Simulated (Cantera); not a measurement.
Feed: 1 mol borazine, 0.067 mol O2, held at 0.0140 bar.

These are equilibrium values from Cantera (NASA tables, ideal gas, pure condensed phases), not measurements of a reactor. Candidate condensed phases: B, BN, B2O3, B3O3H3, H2O; 39 gas species. The feed counts by its element totals alone. Mutual solubility and eutectic melting of coexisting phases are not modelled. Rates play no part.

log p: log10 of the partial pressure in bar; n: condensed amount in mol.

```csv
T (°C),log p H2,log p HBO,log p N2,log p HBO2,n BN(s),n B2O3(l)
875,-1.86,-7.22,-3.69,-5.98,2.91,0.0440
950,-1.86,[?],-3.69,[?],2.91,0.0437
1025,-1.86,-5.70,-3.69,-5.10,2.91,0.0428
1100,-1.86,-5.06,-3.70,-4.74,2.91,0.0406
1175,-1.86,-4.50,-3.69,-4.42,2.91,0.0347
1250,-1.87,-3.99,-3.68,-4.13,2.91,0.0176
1325,-1.87,-3.67,-3.64,-4.11,2.90,0
1400,-1.88,[?],-3.59,[?],2.89,0
1475,-1.88,-3.41,-3.55,-4.70,2.88,0
```

Task: Fill in the missing entries.

Result: 
- 950, log p HBO: -6.41
- 950, log p HBO2: -5.51
- 1400, log p HBO: -3.51
- 1400, log p HBO2: -4.36
